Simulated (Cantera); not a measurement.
# SiHCl3 + HCl + H2 (silicon epitaxy and polysilicon growth)

Charge: 1 mol SiHCl3, 0.68 mol HCl, a varied amount of H2, equilibrated at 0.0100 bar.

Cantera equilibrium calculation (NASA polynomials, part measured and part estimated; ideal gas, pure solids and liquids). Candidate condensed phases: Si; 19 gas species. The tables' values for SiCl3 are old estimates. Kinetics and transport are ignored.

Question: Map the stable condensed phases over T = 948, 998, 1048, 1098, 1148, 1198, 1248, 1298, 1348, 1398, 1448 K and n(H2) in mol = 4.1, 5.2, 6.4, 7.5, 8.6, 9.8, 11, 12, 13, 14, 15, 17, 18.

Answer: 
```
T in K \ n(H2) in mol
         4.1 5.2 6.4 7.5 8.6 9.8  11  12  13  14  15  17  18
   1448    A   A   A   A   B   B   B   B   B   B   B   B   B
   1398    A   A   A   A   B   B   B   B   B   B   B   B   B
   1348    A   A   A   B   B   B   B   B   B   B   B   B   B
   1298    A   A   B   B   B   B   B   B   B   B   B   B   B
   1248    B   B   B   B   B   B   B   B   B   B   B   B   B
   1198    B   B   B   B   B   B   B   B   B   B   B   B   B
   1148    B   B   B   B   B   B   B   B   B   B   B   B   B
   1098    B   B   B   B   B   B   B   B   B   B   B   B   B
   1048    B   B   B   B   B   B   B   B   B   B   B   B   B
    998    B   B   B   B   B   B   B   B   B   B   B   B   B
    948    B   B   B   B   B   B   B   B   B   B   B   B   B
```
A: gas only; B: Si.
